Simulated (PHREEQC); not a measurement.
**Polishing slurry liquid: speciation**

Solution (25 °C): 0.13 mol/kgw KOH and 0.092 mol/kgw K2SO4. Closed to the air; pH follows from the charge balance.

Equilibrium calculation in PHREEQC: ion-association model, phreeqc.dat.

Precipitation was switched off in this run.

Question: Estimate the pH, specific conductance.

Answer: pH 12.93; specific conductance 41000 µS/cm.

Question: In which forms is S present?

Answer: SO4-2 69 %, KSO4- 31 % of the S.
